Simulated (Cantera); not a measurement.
Cantera run:

```python
import numpy as np
import cantera as ct

gas_names = """
    CL CL2 H HCL H2 Si SiCL SiCL2 SiCL3 SiCL4 SiH SiHCL3 SiH2 SiH2CL2 SiH3 SiH3CL SiH4 Si2 Si3
""".split()
cond_names = """
    Si(cr) Si(L)
""".split()


# ... load() reads the species with a 1 bar reference pressure and builds the phases ...
atoms = {
    'Si': {'Si': 1},
    'HCl': {'H': 1, 'CL': 1},
    'H2': {'H': 2},
    'Cl2': {'CL': 2},
}
top_T = {}  # K; cautious upper limits of use, not melting points


# ... equilibrate(T, P, feed) seeds the gas with the atoms and calls Mixture.equilibrate('TP', solver="vcs", rtol=1e-11, max_steps=5000) ...
results = []
feed = {'Si': 1, 'HCl': 3.6, 'H2': 18, 'Cl2': 1.9}  # mol
P = 2000000  # Pa
for T in [823, 873, 923, 973, 1023, 1073, 1123, 1173, 1223, 1273, 1323, 1373, 1423, 1473]:
    mix = equilibrate(T, P, feed)
    results.append((T, P, feed, dict(zip(mix.species_names, mix.species_moles))))

top = {s: max(r[3][s] / sum(r[3][g] for g in gas_names) for r in results) for s in gas_names}
cols = sorted((s for s in top if top[s] > 1e-06), key=lambda s: -top[s])[:9]
seen = [c for c in cond_names if any(r[3].get(c, 0) > 1e-12 for r in results)]
print("log10 of partial pressures in bar; condensed amounts in mol")
print(f"{'T/K':>10s}" + "".join(f"{s[:9]:>10s}" for s in cols + seen))
for T, P, feed, n in results:
    ng = sum(n[g] for g in gas_names)
    print(f"{T:10.4g}" + "".join(f"{np.log10(max(n[s] / ng * P / 1e5, 1e-99)):10.3f}" for s in cols)
          + "".join(f"{n.get(c, 0):10.4g}" for c in seen))
```

It prints:

```
log10 of partial pressures in bar; condensed amounts in mol
       T/K        H2       HCL     SiCL4    SiHCL3     SiCL3     SiCL2   SiH2CL2    SiH3CL         H
       823     1.206     0.481    -0.054    -2.247    -5.814    -9.621    -5.515    -9.415   -10.531
       873     1.206     0.482    -0.056    -2.001    -5.177    -8.530    -4.986    -8.590    -9.727
       923     1.206     0.483    -0.059    -1.784    -4.613    -7.562    -4.518    -7.859    -9.008
       973     1.206     0.484    -0.064    -1.592    -4.110    -6.698    -4.102    -7.209    -8.363
      1023     1.205     0.486    -0.070    -1.423    -3.660    -5.925    -3.732    -6.629    -7.780
      1073     1.205     0.488    -0.079    -1.273    -3.256    -5.229    -3.401    -6.109    -7.251
      1123     1.204     0.491    -0.089    -1.141    -2.893    -4.602    -3.105    -5.643    -6.768
      1173     1.204     0.494    -0.102    -1.025    -2.566    -4.035    -2.841    -5.224    -6.327
      1223     1.203     0.499    -0.118    -0.924    -2.271    -3.522    -2.605    -4.847    -5.920
      1273     1.202     0.503    -0.138    -0.837    -2.006    -3.057    -2.396    -4.508    -5.546
      1323     1.201     0.509    -0.161    -0.764    -1.767    -2.636    -2.210    -4.205    -5.199
      1373     1.200     0.515    -0.189    -0.703    -1.555    -2.256    -2.047    -3.935    -4.878
      1423     1.198     0.522    -0.222    -0.657    -1.367    -1.914    -1.908    -3.698    -4.579
      1473     1.196     0.531    -0.263    -0.625    -1.203    -1.609    -1.791    -3.492    -4.300
```

These are equilibrium values from Cantera (NASA tables, ideal gas, pure condensed phases), not measurements of a reactor. The tables' values for SiCl3 are old estimates; treat these amounts as uncertain.
